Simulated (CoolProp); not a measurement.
n-nonane along the isotherm 326.85 °C: fugacity coefficient from the reference equation and from simpler models built on Tc = 321.4 °C, pc = 2.282 MPa, ω = 0.443; each cubic takes its own stable root.

The numbers come from the reference Helmholtz-energy equation of state, Lemmon 2006 in CoolProp. It is a short technical equation, of lower accuracy than the large ones.

```
p (MPa)          phase  reference
-------  -------------  ---------
0.38               gas     0.9442
0.761              gas     0.8888
1.14               gas     0.8341
1.52               gas     0.7792
1.9                gas     0.7235
2.28               gas     0.6651
2.66     supercritical     0.5968
3.04     supercritical     0.5372
3.42     supercritical     0.4902
3.8      supercritical     0.4525
4.18     supercritical     0.4217
4.56     supercritical     0.3959
4.94     supercritical     0.3742
5.32     supercritical     0.3557
5.7      supercritical     0.3397
```

**Question.** How far does each simpler model (van der Waals, Soave-Redlich-Kwong, Peng-Robinson) lie from the reference over these 15 states: mean and median of the absolute difference, and the worst?

**Answer.** 
- van der Waals: mean 8.9 %, median 8.4 %, worst +18.2 % at 326.85 °C and 5.7 MPa
- Soave-Redlich-Kwong: mean 4.3 %, median 4.3 %, worst +9.0 % at 326.85 °C and 5.7 MPa
- Peng-Robinson: mean 1.2 %, median 1.2 %, worst +2.3 % at 326.85 °C and 5.7 MPa
